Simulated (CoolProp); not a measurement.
n-dodecane at several states: Z from the reference equation and from simpler models built on Tc = 658.1 K, pc = 1.818 MPa, ω = 0.574; each cubic takes its own stable root.

Model: reference Helmholtz-energy equation of state, Lemmon 2004, in CoolProp. It is a short technical equation, of lower accuracy than the large ones.

```csv
T (K),p (MPa),phase,reference
458.6,10.5,liquid,0.7317
280.7,5.66,liquid,0.5419
480.5,0.178,liquid,0.01260
586.3,0.0559,gas,0.9806
557.6,0.0255,gas,0.9894
```

Question: How far does each simpler model (van der Waals, Soave-Redlich-Kwong, Peng-Robinson) lie from the reference over these 5 states: mean and median of the absolute difference, and the worst?

Answer: 
- van der Waals: mean 1498.6 %, median 75.3 %, worst +7323.8 % at 480.5 K and 0.178 MPa
- Soave-Redlich-Kwong: mean 13.6 %, median 19.4 %, worst +26.9 % at 280.7 K and 5.66 MPa
- Peng-Robinson: mean 5.5 %, median 6.4 %, worst +13.4 % at 280.7 K and 5.66 MPa

At some of these states van der Waals gives the other phase, because its saturation line lies elsewhere.
